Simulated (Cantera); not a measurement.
## Adiabatic ignition

An adiabatic, constant-volume homogeneous reactor starts with 3.82 % C₃H₈, 8.29 % O₂, 87.9 % N₂, at 1273 K and 760 Torr.

Model: GRI-Mech 3.0 (53 species, 325 reactions), integrated in Cantera. GRI-Mech 3.0 was tuned for natural gas; its chemistry of propane as a main component is partial and can be far from experiment.

```tsv
t (s)	T (K)	P (bar)	x C₃H₈	x O₂	x HCO	x N₂O	x C₂H
4.00e-6	1273	1.01	0.0382	0.0829	<1e-12	<1e-12	<1e-12
2.01e-5	1273	1.01	0.0382	0.0829	2.41e-11	2.78e-12	<1e-12
0.000101	1272	1.01	0.0379	0.0828	2.55e-9	4.13e-11	<1e-12
0.000504	1271	1.01	0.0360	0.0822	2.02e-8	2.00e-10	<1e-12
0.00253	1289	1.05	0.0220	0.0750	4.59e-7	2.06e-9	3.64e-11
0.0127	2005	1.80	1.46e-11	1.21e-8	2.82e-8	1.48e-9	4.70e-7
0.0635	1995	1.82	<1e-12	6.44e-9	2.23e-8	5.68e-9	2.52e-8
0.318	1993	1.82	<1e-12	6.10e-9	2.17e-8	1.37e-9	<1e-12
1.60	1993	1.82	<1e-12	6.11e-9	2.18e-8	1.26e-10	<1e-12
8.00	1993	1.82	<1e-12	6.12e-9	2.18e-8	9.51e-11	<1e-12
```
x: mole fraction; the columns are a selection and need not sum to one.

```json
{
  "time_of_steepest_temperature_rise": "3.06 ms",
  "temperature at 8.00 s": "1993 K",
  "equilibrium_temperature": "1993 K",
  "x(C₃H₈) at 8.00 s": "<1e-12 (gas-phase equilibrium <1e-12)",
  "x(O₂) at 8.00 s": "6.12e-9 (gas-phase equilibrium 6.12e-9)",
  "x(HCO) at 8.00 s": "2.18e-8 (gas-phase equilibrium 2.18e-8)"
}
```
